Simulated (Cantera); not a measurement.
A Cantera script and what it prints.

```python
import numpy as np
import cantera as ct

gas_names = """
    N N2O
""".split()
cond_names = """
    NbO2(I) NbO2(II) NbO2(III) NbO2(L) Nb(cr) Nb(L)
""".split()


# ... load() reads the species with a 1 bar reference pressure and builds the phases ...
species = {s.name: s for s in load("nasa_gas.yaml", gas_names) + load("nasa_condensed.yaml", cond_names)}
# Each term lists the table entries of one substance; the one whose range holds T is used.
reactions = {
    '4 N(g) + NbO2 = Nb + 2 N2O(g)':
        [(-4, ['N']), (-1, ['NbO2(I)', 'NbO2(II)', 'NbO2(III)', 'NbO2(L)']), (1, ['Nb(cr)', 'Nb(L)']), (2, ['N2O'])],
}


def pick(names, T):
    return next(species[n] for n in names if species[n].thermo.min_temp <= T <= species[n].thermo.max_temp)


results = []
for label, terms in reactions.items():
    print(label)
    print("     T/K   dH/kJ  dS/(J/K)   dG/kJ   log10 K")
    for T in [300, 2575, 2600, 2625, 2650, 2675, 2700, 2725, 2750]:
        used = [(nu, pick(names, T)) for nu, names in terms]
        dH = sum(nu * s.thermo.h(T) for nu, s in used) / 1e6
        dS = sum(nu * s.thermo.s(T) for nu, s in used) / 1e3
        dG = dH - T * dS / 1e3
        logK = -dG * 1e6 / (ct.gas_constant * T * np.log(10))
        results.append((label, T, dH, dS, dG, logK, [s.name for _, s in used]))
        print(f"{T:8g} {dH:8.1f} {dS:8.1f} {dG:8.1f} {logK:8.2f}")
```

Result:

```
4 N(g) + NbO2 = Nb + 2 N2O(g)
     T/K   dH/kJ  dS/(J/K)   dG/kJ   log10 K
     300   -932.6   -191.5   -875.2   152.38
    2575  -1078.8   -295.6   -317.7     6.44
    2600  -1079.1   -295.7   -310.3     6.23
    2625  -1079.4   -295.8   -302.9     6.03
    2650  -1079.7   -295.9   -295.5     5.83
    2675  -1080.0   -296.0   -288.1     5.63
    2700  -1080.2   -296.1   -280.7     5.43
    2725  -1080.4   -296.2   -273.3     5.24
    2750  -1080.7   -296.3   -265.9     5.05
```

Standard-state values (1 bar) from the NASA 1993 polynomials, evaluated with Cantera. Condensed species are held in their standard states even where they would react or evaporate.
